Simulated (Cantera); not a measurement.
A closed system holds: 1 mol PbO, 0.047 mol H₂, at 40.0 Pa.

Equilibrium computed with Cantera from the NASA thermochemical tables; the gas is ideal and each condensed phase is pure. Candidate condensed phases: H₂O, Pb, PbO, PbO₂, Pb₃O₄; 12 gas species. Mutual solubility and eutectic melting of coexisting phases are not modelled. Gases not in the tables: (PbO)n polymers. The numbers say what is thermodynamically allowed, not how fast it happens.

Task: Which condensed phases are stable at each of these points (T (K)): 725, 775, 825, 875, 925, 975, 1025, 1075, 1125, 1175, 1225, 1275?

Result: 
| T (K) | condensed phases | Pb condensed (%) |
|---|---|---|
| 725 | Pb(l) + PbO(red) | 100.0 |
| 775 | Pb(l) + PbO(yellow) | 100.0 |
| 825 | Pb(l) + PbO(yellow) | 100.0 |
| 875 | Pb(l) + PbO(yellow) | 100.0 |
| 925 | Pb(l) + PbO(yellow) | 100.0 |
| 975 | Pb(l) + PbO(yellow) | 99.9 |
| 1025 | Pb(l) + PbO(yellow) | 99.6 |
| 1075 | Pb(l) + PbO(yellow) | 98.8 |
| 1125 | Pb(l) + PbO(yellow) | 95.2 |
| 1175 | PbO(l) | 94.2 |
| 1225 | PbO(l) | 91.6 |
| 1275 | PbO(l) | 49.6 |

At 725 K the condensed part is Pb(l) + PbO(red). From 775 K to 1125 K the condensed part is Pb(l) + PbO(yellow). From 1175 K to 1275 K the condensed part is PbO(l).
